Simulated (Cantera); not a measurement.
A closed system holds: 1 mol SiO2, 1.7 mol CH4, 0.025 mol CO, held at 0.00130 bar.

Cantera equilibrium calculation (NASA polynomials, part measured and part estimated; ideal gas, pure solids and liquids). Candidate condensed phases: C, C6H6, C7H8, C8H18, H2O, Si, SiC, SiO2; 123 gas species. Mutual solubility and eutectic melting of coexisting phases are not modelled. The tables hold silica as quartz up to 1696 K and as liquid above; real silica turns to tridymite and cristobalite and melts near 1996 K. The numbers say what is thermodynamically allowed, not how fast it happens.

Problem. Which condensed phases are stable at each of these points (T (K)): 1000, 1025, 1050, 1075, 1100, 1125, 1150?

Solution. 
| T (K) | condensed phases | Si condensed (%) |
|---|---|---|
| 1000 | C(graphite) + SiO2(β-quartz) | 100.0 |
| 1025 | C(graphite) + SiO2(β-quartz) | 100.0 |
| 1050 | C(graphite) + SiO2(β-quartz) | 100.0 |
| 1075 | C(graphite) + SiO2(β-quartz) | 100.0 |
| 1100 | C(graphite) + SiO2(β-quartz) | 100.0 |
| 1125 | C(graphite) + SiO2(β-quartz) | 100.0 |
| 1150 | C(graphite) + SiC(s) + SiO2(β-quartz) | 100.0 |

From 1000 K to 1125 K the condensed part is C(graphite) + SiO2(β-quartz). At 1150 K the condensed part is C(graphite) + SiC(s) + SiO2(β-quartz).
